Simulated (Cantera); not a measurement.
A perfectly stirred reactor is fed with 7.66 % CH₄, 0.995 % C₂H₆, 19.2 % O₂, 72.1 % N₂, at 248 Torr; it is adiabatic with a 498 K inlet, and is followed from long to short residence time, starting on the burning branch (τ in s: 0.19, 0.062, 0.021, 0.0068, 0.0022, 0.00073, 0.00024, 8e-05, 2.6e-05).

Cantera simulation using GRI-Mech 3.0 (53 species, 325 reactions); the numbers are that mechanism's predictions, not measurements.

One state of this run: T (K) = 1992; x CH₄ = 7.62e-5; x C₂H₆ = 2.48e-6; x O₂ = 0.0240; x H₂ = 0.0147; x H₂O = 0.151; x C₂H = 9.88e-9. x: mole fraction; the columns are a selection and need not sum to one.

Which value of τ (s) does it belong to?
A) 0.0022
B) 0.00024
C) 0.19
D) 8.0e-5

A, 0.0022
